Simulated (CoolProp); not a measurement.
Saturation properties of hexamethyldisiloxane (MM) (Tc = 518.7 K, pc = 19.31 bar, ω = 0.418).

Model: reference Helmholtz-energy equation of state, Thol 2016, in CoolProp.

```json
[
 {"T (K)": "379", "p (bar)": "1.180", "liquid density (kg/m³)": "668.3", "vapour density (kg/m³)": "6.543", "enthalpy of vaporisation (kJ/kg)": "189.9", "liquid cp (kJ/(kg K))": "2.132"},
 {"T (K)": "386.7", "p (bar)": "1.457", "liquid density (kg/m³)": "___", "vapour density (kg/m³)": "8.016", "enthalpy of vaporisation (kJ/kg)": "185.7", "liquid cp (kJ/(kg K))": "2.157"},
 {"T (K)": "394.5", "p (bar)": "1.786", "liquid density (kg/m³)": "648.8", "vapour density (kg/m³)": "9.767", "enthalpy of vaporisation (kJ/kg)": "181.3", "liquid cp (kJ/(kg K))": "2.183"},
 {"T (K)": "402.3", "p (bar)": "___", "liquid density (kg/m³)": "638.5", "vapour density (kg/m³)": "11.81", "enthalpy of vaporisation (kJ/kg)": "176.7", "liquid cp (kJ/(kg K))": "2.209"},
 {"T (K)": "410.1", "p (bar)": "2.613", "liquid density (kg/m³)": "628.0", "vapour density (kg/m³)": "___", "enthalpy of vaporisation (kJ/kg)": "171.9", "liquid cp (kJ/(kg K))": "2.237"},
 {"T (K)": "417.9", "p (bar)": "3.122", "liquid density (kg/m³)": "617.1", "vapour density (kg/m³)": "16.97", "enthalpy of vaporisation (kJ/kg)": "167.0", "liquid cp (kJ/(kg K))": "___"},
 {"T (K)": "425.6", "p (bar)": "___", "liquid density (kg/m³)": "605.9", "vapour density (kg/m³)": "20.15", "enthalpy of vaporisation (kJ/kg)": "161.9", "liquid cp (kJ/(kg K))": "2.295"},
 {"T (K)": "433.4", "p (bar)": "4.354", "liquid density (kg/m³)": "594.2", "vapour density (kg/m³)": "23.87", "enthalpy of vaporisation (kJ/kg)": "156.4", "liquid cp (kJ/(kg K))": "2.328"},
 {"T (K)": "441.2", "p (bar)": "5.098", "liquid density (kg/m³)": "581.9", "vapour density (kg/m³)": "28.20", "enthalpy of vaporisation (kJ/kg)": "150.6", "liquid cp (kJ/(kg K))": "2.363"},
 {"T (K)": "449", "p (bar)": "5.935", "liquid density (kg/m³)": "___", "vapour density (kg/m³)": "33.24", "enthalpy of vaporisation (kJ/kg)": "144.5", "liquid cp (kJ/(kg K))": "2.401"}
]
```

Question: Fill in the missing entries.

Answer: 
- 386.7, liquid density (kg/m³): 658.7
- 402.3, p (bar): 2.170
- 410.1, vapour density (kg/m³): 14.20
- 417.9, liquid cp (kJ/(kg K)): 2.265
- 425.6, p (bar): 3.695
- 449, liquid density (kg/m³): 569.0

It boils at 373.7 K under 1 atm.
